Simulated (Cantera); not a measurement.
A closed system holds: 1 mol SiC, 0.0087 mol Si, 0.16 mol N2, equilibrated at 2450 °C and 1 atm.

Equilibrium computed with Cantera from the NASA thermochemical tables; the gas is ideal and each condensed phase is pure. Candidate condensed phases: C, Si, SiC, Si3N4; 20 gas species. Mutual solubility and eutectic melting of coexisting phases are not modelled. The tables' values for SiN are old estimates; treat these amounts as uncertain. Kinetics and transport are ignored.

### Question
What is the equilibrium state?

### Answer
- x(N2) = 0.968
- x(Si) = 0.0216
- x(Si2C) = 0.00522
- x(SiN) = 0.00159
- x(SiC2) = 0.00151
- x(Si2N) = 0.00122
- x(Si2) = 0.000780
- x(CN) = 0.000214
- x(Si3) = 0.000124
- n(Si(l)) = 0.00358 mol
- n(SiC(s)) = 0.999 mol
- gas amount = 0.1651 mol
- log10 activity of C(graphite) (absent) = -0.41
